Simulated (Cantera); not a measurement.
Equilibrium for carbon deposition, reforming and gasification: C2H4 + NH3

Feed: 1 mol C2H4, 0.59 mol NH3, held at 0.150 bar.

Equilibrium computed with Cantera from the NASA thermochemical tables; the gas is ideal and each condensed phase is pure. Candidate condensed phases: C, C6H6, C7H8, C8H18; 92 gas species. Rates play no part.

From 973 K to 1773 K the condensed part is C(graphite). The main C-bearing gas is CH4 at 973 K and HCN at 1773 K.

```tsv
T (K)	x H2	x N2	x CH4	x HCN	x H	x C2H2 (acetylene)	x HNC	x NH3	n C(graphite)
973	0.891	0.0942	0.0153	9.63e-7	2.63e-9	4.79e-10	1.16e-9	2.71e-5	1.95
1073	0.901	0.0933	0.00560	4.47e-6	3.43e-8	6.47e-9	1.09e-8	1.45e-5	1.98
1173	0.905	0.0930	0.00239	1.59e-5	2.90e-7	5.54e-8	6.91e-8	8.56e-6	1.99
1273	0.906	0.0928	0.00116	4.63e-5	1.75e-6	3.37e-7	3.28e-7	5.46e-6	2.00
1373	0.906	0.0928	0.000621	0.000115	8.19e-6	1.57e-6	1.24e-6	3.71e-6	2.00
1473	0.907	0.0927	0.000362	0.000252	3.11e-5	5.90e-6	3.90e-6	2.65e-6	2.00
1573	0.907	0.0925	0.000226	0.000500	1.00e-4	1.87e-5	1.06e-5	1.98e-6	2.00
1673	0.906	0.0923	0.000150	0.000912	0.000280	5.16e-5	2.54e-5	1.53e-6	2.00
1773	0.906	0.0919	0.000104	0.00155	0.000699	0.000127	5.53e-5	1.21e-6	1.99
```
x: gas mole fraction; n: condensed amount in mol.
